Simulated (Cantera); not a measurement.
An adiabatic, constant-volume homogeneous reactor starts with 28.5 % H2, 15.0 % O2, 56.5 % N2, at 1400 K and 10.0 bar.

Model: GRI-Mech 3.0 (53 species, 325 reactions), integrated in Cantera. The hydrogen kinetics of GRI-Mech 3.0 are dated; newer H2 mechanisms differ, most at raised pressure. Above 3000 K some thermodynamic fits are extrapolated.

### Question
Predict: time of steepest temperature rise; temperature at 2.00 s; equilibrium temperature; x(H2) at 2.00 s; x(O2) at 2.00 s; x(H2O2) at 2.00 s; x(N2O) at 2.00 s; x(O) at 2.00 s.

### Answer
| Property | Value |
|---|---|
| time of steepest temperature rise | 2.29 µs |
| temperature at 2.00 s | 3183 K |
| equilibrium temperature | 3183 K |
| x(H2) at 2.00 s | 0.0393 (gas-phase equilibrium 0.0393) |
| x(O2) at 2.00 s | 0.0140 (gas-phase equilibrium 0.0140) |
| x(H2O2) at 2.00 s | 3.11e-6 (gas-phase equilibrium 3.11e-6) |
| x(N2O) at 2.00 s | 3.13e-6 (gas-phase equilibrium 3.13e-6) |
| x(O) at 2.00 s | 0.00541 (gas-phase equilibrium 0.00541) |
